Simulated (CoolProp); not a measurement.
Computed with CoolProp (reference Helmholtz-energy equation of state, Platzer 1990). This equation is an older, rougher fit; its heat capacities, sound speeds and derivatives of the liquid may be far off and weren't checked against measurements.

Give the vapour pressure (bar), vapour density (kg/m³), liquid viscosity (µPa s) of saturated c-C4F8 (RC318) at 287.2, 299.3, 319.5 K.


```csv
T (K),p (bar),vapour density (kg/m³),liquid viscosity (µPa s)
287.2,2.17,19.7,426
299.3,3.24,29.1,356
319.5,5.87,52.6,266
```

Viscosity comes from a separate model (Huber 2003), an estimate that may be off by 10 % or more.
